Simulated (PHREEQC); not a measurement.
A solution holds 0.084 mol Na2CO3, 0.032 mol KCl and 9.4e-06 mol H4SiO4 per kg of water, at 25 °C. Closed to the air; pH follows from the charge balance.

All values are PHREEQC results (Pitzer model, pitzer.dat), not measurements.

This is a speciation only: nothing precipitates in the calculation.

**Question.** Order these Si species by the share of Si that they hold, largest first: H3SiO4-, H2SiO4-2, H4SiO4.

**Answer.** H3SiO4- (93 %), H2SiO4-2 (4.7 %), H4SiO4 (2.0 %)

The pH is 11.30 and the ionic strength 0.281 mol/kgw. Complexes and solids missing from the database can't appear.
